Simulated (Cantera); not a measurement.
An isothermal plug-flow reactor at 1048 K and 100000 Pa (inlet), inlet velocity 2.7 m/s, active area per volume 610 1/m; feed 0.320 % CH₄, 6.04 % O₂, 93.6 % N₂.

Detailed kinetics in Cantera: Deutschmann's 1995 Pt surface mechanism with GRI-Mech 3.0 gas chemistry. Catalytic surfaces can have several steady states; this one follows from the mechanism file's or the stated starting coverage. Mass transfer to the wall is taken as infinitely fast.

Problem. Predict: x(CH₄) at z = 0.026 m; x(O₂) at z = 0.026 m; x(H₂O) at z = 0.026 m; x(CO₂) at z = 0.026 m; x(CO) at z = 0.026 m; θ(free Pt) at the exit; θ(O*) at the exit; θ(OH*) at the exit.

Solution. 
| Item | Result |
|---|---|
| x(CH₄) at z = 0.026 m | 0.00124 |
| x(O₂) at z = 0.026 m | 0.0565 |
| x(H₂O) at z = 0.026 m | 0.00390 |
| x(CO₂) at z = 0.026 m | 0.00195 |
| x(CO) at z = 0.026 m | 8.76e-7 |
| θ(free Pt) at the exit | 0.283 |
| θ(O*) at the exit | 0.716 |
| θ(OH*) at the exit | 0.00108 |
